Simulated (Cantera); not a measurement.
Input: 1 mol CuO, 0.34 mol H2, 0.59 mol H2O, equilibrated at 700 K and 0.00540 bar.

Equilibrium computed with Cantera from the NASA thermochemical tables; the gas is ideal and each condensed phase is pure. Candidate condensed phases: Cu, CuO, Cu(OH)2, Cu2O, H2O; 12 gas species. Kinetics and transport are ignored.

Base state: H2O 1.00 (mole fractions); condensed: CuO(s) + Cu2O(s).

Problem. What changes in the equilibrium state with this change: temperature from 700 K to 2248 K?

Solution. 
```json
[
 {"species": "Cu", "before": "<1e-9", "after": "0.424"},
 {"species": "H2O", "before": "1.00", "after": "0.350"},
 {"species": "O2", "before": "2.10e-8", "after": "0.135"},
 {"species": "OH", "before": "<1e-9", "after": "0.0372"},
 {"species": "H2", "before": "<1e-9", "after": "0.0199"},
 {"species": "O", "before": "<1e-9", "after": "0.0182"},
 {"species": "H", "before": "<1e-9", "after": "0.0141"},
 {"species": "CuO", "before": "<1e-9", "after": "0.000987"},
 {"species": "Cu2", "before": "<1e-9", "after": "0.000253"},
 {"species": "CuO(s), mol", "before": "0.320", "after": "0"},
 {"species": "Cu2O(s), mol", "before": "0.340", "after": "0"}
]
```
